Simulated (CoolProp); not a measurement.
R507A along the isobar 0.511 MPa: density (kg/m³) from the reference equation and from simpler models built on Tc = 70.6 °C, pc = 3.705 MPa, ω = 0.286; each cubic takes its own stable root.

Values from CoolProp's reference Helmholtz-energy equation of state, Lemmon 2003. It is a pseudo-pure fit of the blend.

| T (°C) | phase | reference |
|---|---|---|
| -37.25 | liquid | 1288 |
| -21.25 | liquid | 1235 |
| 10.85 | gas | 23.95 |
| 26.95 | gas | 22.15 |
| 42.95 | gas | 20.68 |
| 58.95 | gas | 19.43 |
| 75.05 | gas | 18.35 |
| 91.05 | gas | 17.41 |
| 107.15 | gas | 16.57 |
| 123.15 | gas | 15.82 |
| 139.15 | gas | 15.14 |

### Question
How far does each simpler model (van der Waals, Redlich-Kwong, Soave-Redlich-Kwong, Peng-Robinson) lie from the reference over these 11 states: mean and median of the absolute difference, and the worst?

### Answer
- van der Waals: mean 18.9 %, median 1.3 %, worst -97.8 % at -21.25 °C and 0.511 MPa
- Redlich-Kwong: mean 3.6 %, median 0.5 %, worst -17.2 % at -21.25 °C and 0.511 MPa
- Soave-Redlich-Kwong: mean 2.7 %, median 0.4 %, worst -13.0 % at -21.25 °C and 0.511 MPa
- Peng-Robinson: mean 0.5 %, median 0.2 %, worst -1.5 % at -21.25 °C and 0.511 MPa

At some of these states van der Waals gives the other phase, because its saturation line lies elsewhere.
